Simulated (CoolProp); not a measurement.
Properties of nitrogen along the isobar 3.08 MPa.

Model: reference Helmholtz-energy equation of state, Span 2000, in CoolProp.

```csv
T (°C),phase,Joule-Thomson coefficient (K/MPa),expansivity (1/kK),Prandtl number,fugacity coefficient
-148.35,gas,9.693,106.5,3.24,0.6910
-142.05,gas,9.362,30.30,1.45,0.7392
-135.75,gas,8.582,20.17,1.18,0.7759
-129.45,gas,7.871,15.70,1.06,0.8057
-123.15,gas,7.249,13.08,0.984,0.8305
-116.85,gas,6.704,11.34,0.935,0.8515
-110.55,gas,6.224,10.07,0.900,0.8695
-104.15,gas,5.791,9.099,0.873,0.8852
-97.85,gas,5.411,8.338,0.853,0.8987
-91.55,gas,5.070,7.717,0.836,0.9104
-85.25,gas,4.761,7.198,0.822,0.9207
-78.95,gas,4.480,6.757,0.811,0.9298
-72.65,gas,4.223,6.376,0.801,0.9378
-66.35,gas,3.988,6.043,0.793,0.9450
-60.05,gas,3.771,5.749,0.785,0.9513
```

Viscosity comes from a separate model (Lemmon 2004). Thermal conductivity comes from a separate model (Lemmon 2004).
